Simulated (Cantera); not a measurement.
A closed system holds: 1 mol n-butane, 0.29 mol CO2, 0.47 mol H2, at 6.30 bar.

Equilibrium computed with Cantera from the NASA thermochemical tables; the gas is ideal and each condensed phase is pure. Candidate condensed phases: C, C6H6, C7H8, C8H18, H2O; 110 gas species. Kinetics and transport are ignored.

x: gas mole fraction; n: condensed amount in mol.

```
T (°C)   x H2    x CO    x CH4     x H2O     x CO2  n C(graphite)
------  -----  ------  -------  --------  --------  -------------
927     0.829  0.0896   0.0684    0.0121  0.000956           3.40
1027    0.863  0.0946        …         …         …           3.52
1127    0.881  0.0959   0.0211   0.00198   9.94e-5           3.60
1227    0.890  0.0962   0.0128  0.000926   3.87e-5           3.64
1327    0.895  0.0962  0.00824  0.000474   1.70e-5           3.66
1427    0.898  0.0961  0.00556  0.000262   8.22e-6           3.68
1527    0.900  0.0961        …         …         …           3.69
1627    0.900  0.0960  0.00287   9.72e-5   2.46e-6           3.69
```

Problem. Some entries are withheld; supply them.

Solution. 
- 1027, x CH4: 0.0369
- 1027, x H2O: 0.00469
- 1027, x CO2: 0.000292
- 1527, x CH4: 0.00392
- 1527, x H2O: 0.000155
- 1527, x CO2: 4.34e-6
